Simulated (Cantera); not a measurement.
Si + HCl + H₂ (chemical vapour transport)

Input: 1 mol Si, 0.16 mol HCl, 5.3 mol H₂, equilibrated at 1.00 bar.

Cantera equilibrium calculation (NASA polynomials, part measured and part estimated; ideal gas, pure solids and liquids). Candidate condensed phases: Si; 19 gas species. The tables' values for SiCl₃ are old estimates; treat these amounts as uncertain. Rates play no part.

```csv
T (K),log p H₂,log p HCl,log p SiHCl₃,log p SiCl₄,log p SiCl₂,log p SiH₂Cl₂,log p SiCl₃,n Si(s)
750,0.00,-3.53,-2.30,-2.48,-7.11,-3.26,-5.93,0.952
800,0.00,-3.22,-2.31,-2.48,-6.42,-3.24,-5.47,0.953
850,0.00,-2.94,-2.33,-2.49,-5.81,-3.22,-5.07,0.953
900,0.00,-2.70,-2.34,-2.50,-5.27,-3.21,-4.72,0.955
950,0.00,-2.49,-2.37,-2.52,-4.80,-3.21,-4.42,0.957
1000,-0.01,-2.31,-2.40,-2.55,-4.38,-3.22,-4.16,0.959
1050,-0.01,-2.15,-2.45,-2.60,-4.01,-3.23,-3.94,0.963
1100,-0.01,-2.01,-2.51,-2.68,-3.70,-3.26,-3.76,0.967
1150,-0.01,-1.89,-2.60,-2.79,-3.43,-3.31,-3.63,0.971
1200,-0.01,-1.79,-2.72,-2.94,-3.21,-3.38,-3.54,0.976
1250,-0.01,-1.72,-2.87,-3.13,-3.04,-3.47,-3.51,0.980
1300,-0.01,-1.67,-3.06,-3.38,-2.91,-3.59,-3.53,0.983
```
log p: log10 of the partial pressure in bar; n: condensed amount in mol.

From 750 K to 1300 K the condensed part is Si(s). The main Si-bearing gas is SiHCl₃ at 750 K and SiCl₂ at 1300 K. The share of Si in condensed phases is highest at 1300 K (98.3 %) and lowest at 750 K (95.2 %).
